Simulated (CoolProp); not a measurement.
Vapour-liquid equilibrium of benzene (1) + cyclohexane (2) at 172.35 °C; x and y are mole fractions of (1).

Values from CoolProp's multi-fluid Helmholtz-energy mixture model, Thol 2012 and Zhou 2014; pair parameters Bell 2016.

```csv
x,bubble pressure (MPa),y at the bubble point,dew pressure at overall composition x (MPa),liquid density (mol/L)
0.05,0.8585,0.062,0.8558,7.376
0.2,0.8932,0.230,0.8874,7.561
0.35,0.9175,0.378,0.9135,7.766
0.5,0.9317,0.515,0.9306,7.993
0.65,0.9356,0.648,0.9356,8.246
0.8,0.9281,0.786,0.9267,8.527
0.95,0.9067,0.941,0.9052,8.839
```

y crosses x between x = 0.5 and 0.65: the model has an azeotrope there.

The pair parameters rest on a limited set of measurements; away from them the model extrapolates.
